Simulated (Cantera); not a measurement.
A Cantera script and its output.

```python
import numpy as np
import cantera as ct

gas = ct.Solution("gri30.yaml")
gas.TPX = 1800, 66000, {'NO': 1, 'N2': 0.16}
reactor = ct.IdealGasConstPressureReactor(gas, energy="off", clone=False)
net = ct.ReactorNet([reactor])
net.rtol, net.atol = 1e-08, 1e-18
show = ['NO', 'NO2', 'O2', 'N2O', 'N2', 'O']
times = np.geomspace(6e-06, 5, 14)

steps = ct.SolutionArray(gas, extra=["t"])
rows = []
print(f"{'t/s':>10s}{'T/K':>9s}{'P/Pa':>11s}" + "".join(f"{s:>11s}" for s in show))
for t in times:
    while net.time < t:
        t_next = net.step()
        steps.append(gas.state, t=t_next)
    rows.append([np.interp(t, steps.t, y) for y in (steps.T, steps.P, *steps(*show).X.T)])
    print(f"{t:10.3e}{rows[-1][0]:9.1f}{rows[-1][1]:11.4g}" + "".join(f"{x:11.3e}" for x in rows[-1][2:]))
rate = np.gradient(steps.T, steps.t)
print("integrator steps:", len(steps.t))
if steps.T.max() > steps.T[0] + 200:
    print(f"time of steepest temperature rise: {steps.t[rate.argmax()]:.4e} s")
gas.TPX = 1800, 66000, {'NO': 1, 'N2': 0.16}
gas.equilibrate("TP")
print(f"equilibrium (TP): T = {gas.T:.1f} K  " + "  ".join(f"{s} {gas[s].X[0]:.3e}" for s in show))
```

Result:

```
       t/s      T/K       P/Pa         NO        NO2         O2        N2O         N2          O
 6.000e-06   1800.0    6.6e+04  8.621e-01  8.533e-08  5.543e-10  6.803e-07  1.379e-01  5.964e-07
 1.712e-05   1800.0    6.6e+04  8.621e-01  5.916e-07  3.935e-09  1.938e-06  1.379e-01  1.358e-06
 4.887e-05   1800.0    6.6e+04  8.621e-01  3.282e-06  2.424e-08  5.498e-06  1.379e-01  2.309e-06
 1.395e-04   1800.0    6.6e+04  8.620e-01  1.315e-05  1.351e-07  1.544e-05  1.379e-01  2.993e-06
 3.981e-04   1800.0    6.6e+04  8.620e-01  4.287e-05  9.223e-07  4.206e-05  1.379e-01  4.318e-06
 1.136e-03   1800.0    6.6e+04  8.618e-01  1.281e-04  9.823e-06  1.055e-04  1.380e-01  7.857e-06
 3.242e-03   1800.0    6.6e+04  8.612e-01  2.881e-04  1.172e-04  2.147e-04  1.381e-01  1.389e-05
 9.253e-03   1800.0    6.6e+04  8.598e-01  3.679e-04  7.385e-04  2.954e-04  1.388e-01  1.695e-05
 2.641e-02   1800.0    6.6e+04  8.558e-01  4.036e-04  2.716e-03  3.017e-04  1.408e-01  1.844e-05
 7.537e-02   1800.0    6.6e+04  8.445e-01  4.802e-04  8.313e-03  2.925e-04  1.464e-01  2.168e-05
 2.151e-01   1800.0    6.6e+04  8.135e-01  6.332e-04  2.371e-02  2.689e-04  1.619e-01  2.869e-05
 6.139e-01   1800.0    6.6e+04  7.344e-01  8.514e-04  6.308e-02  2.155e-04  2.014e-01  4.136e-05
 1.752e+00   1800.0    6.6e+04  5.674e-01  9.726e-04  1.465e-01  1.257e-04  2.850e-01  5.970e-05
 5.000e+00   1800.0    6.6e+04  3.246e-01  7.471e-04  2.681e-01  4.022e-05  4.064e-01  7.897e-05
integrator steps: 846
equilibrium (TP): T = 1800.0 K  NO 5.055e-03  NO2 1.469e-05  O2 4.284e-01  N2O 2.001e-07  N2 5.664e-01  O 9.863e-05
```

Model: GRI-Mech 3.0 (53 species, 325 reactions), integrated in Cantera.
